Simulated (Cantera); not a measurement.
Charge: 1 mol Hg, 0.2 mol O₂, 0.62 mol H₂, equilibrated at 248 Torr.

Equilibrium computed with Cantera from the NASA thermochemical tables; the gas is ideal and each condensed phase is pure. Candidate condensed phases: H₂O, Hg, HgO; 10 gas species. Rates play no part. All values below are at 1100 K.

Base state: Hg 0.617, H₂O 0.247, H₂ 0.136 (mole fractions); condensed: gas only.

What changes in the equilibrium state with this change: Hg replaced by Pb?


```
species     before     after
----------  ------  --------
H₂O          0.247     0.645
H₂           0.136     0.355
Pb               0  0.000367
Hg           0.617         0
Pb(l), mol       0     1.000
```
Further candidate phases: Pb, PbO, PbO₂, Pb₃O₄.
